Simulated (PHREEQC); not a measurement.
Dissolve 0.0049 mol Na2SiO3 and 0.087 mol K2HPO4 per kg of water at 25 °C. Closed to the air; pH follows from the charge balance.

The numbers come from PHREEQC with the ion-association model, phreeqc.dat.

```csv
quantity,before,after
pH,10.36,10.47
H4SiO4 (mol/kgw),0.000798,0.000351
SI of SiO2(a) (SiO2),-0.36,-0.73
```

Task: What was changed between the two runs?
A) K2HPO4 left out
B) 0.032 mol/kgw H3PO4 added
C) Na2SiO3 from 0.0049 to 0.00735 mol/kgw
D) diluted 2-fold with water

Result: D, diluted 2-fold with water

Precipitation was switched off in this run. Some of these states are supersaturated (in Quartz (slow to form), Chalcedony (slow to form), for instance).
